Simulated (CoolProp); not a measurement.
Vapour-liquid equilibrium of n-butane (1) + R245fa (2) at 365.5 K; x and y are mole fractions of (1).

The numbers come from the multi-fluid Helmholtz-energy mixture model, Bücker 2006 and Akasaka 2015; pair parameters Bell 2016 in CoolProp.

```tsv
x	bubble pressure (kPa)	y at the bubble point	dew pressure at overall composition x (kPa)	liquid density (mol/L)
0.05	1189	0.124	1111	8.302
0.15	1384	0.285	?	8.132
0.25	1514	0.386	1339	7.978
0.35	1599	0.459	1468	7.849
0.45	1648	?	1589	7.761
0.55	?	0.571	?	7.725
0.65	1670	0.625	1661	7.750
0.75	1639	?	1585	7.836
0.85	?	?	1478	7.978
0.95	1422	0.900	1365	8.163
```

### Question
Fill in the missing entries.

### Answer

- 0.15, dew pressure at overall composition x (kPa): 1219
- 0.45, y at the bubble point: 0.518
- 0.55, bubble pressure (kPa): 1672
- 0.55, dew pressure at overall composition x (kPa): 1665
- 0.75, y at the bubble point: 0.687
- 0.85, bubble pressure (kPa): 1565
- 0.85, y at the bubble point: 0.770

y crosses x between x = 0.55 and 0.65: the model has an azeotrope there.

The pair parameters rest on a limited set of measurements; away from them the model extrapolates.
